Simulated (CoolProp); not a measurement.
R13 along the isobar 5320 kPa: fugacity coefficient from the reference equation and from simpler models built on Tc = 303.0 K, pc = 3973 kPa, ω = 0.175; each cubic takes its own stable root.

The numbers come from the reference Helmholtz-energy equation of state, Platzer 1990 in CoolProp. This equation is an older, rougher fit; its heat capacities, sound speeds and derivatives of the liquid may be far off and weren't checked against measurements.

```csv
T (K),phase,reference
199.4,liquid,0.03322
211.6,liquid,0.05615
223.9,liquid,0.08860
236.2,liquid,0.1315
248.4,liquid,0.1846
260.7,liquid,0.2487
273,liquid,0.3222
285.2,liquid,0.4023
297.5,liquid,0.4874
309.8,supercritical,0.5714
322,supercritical,0.6404
334.3,supercritical,0.6894
346.6,supercritical,0.7281
```

Problem. How far does each simpler model (van der Waals, Redlich-Kwong) lie from the reference over these 13 states: mean and median of the absolute difference, and the worst?

Solution. 
- van der Waals: mean 70.9 %, median 32.6 %, worst +290.4 % at 199.4 K and 5320 kPa
- Redlich-Kwong: mean 12.4 %, median 9.1 %, worst +34.8 % at 199.4 K and 5320 kPa
